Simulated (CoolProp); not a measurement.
Model: reference Helmholtz-energy equation of state, Outcalt 1996, in CoolProp. It is a modified Benedict-Webb-Rubin equation, recast in Helmholtz form.

Q: Give the vapour pressure (kPa), liquid density (kg/m³), enthalpy of vaporisation (kJ/kg), vapour Z of saturated R152A at 3.85, 71.95 °C.

A: 
| T (°C) | p (kPa) | liquid density (kg/m³) | enthalpy of vaporisation (kJ/kg) | vapour Z |
|---|---|---|---|---|
| 3.85 | 302 | 950 | 303 | 0.911 |
| 71.95 | 1970 | 757 | 207 | 0.689 |
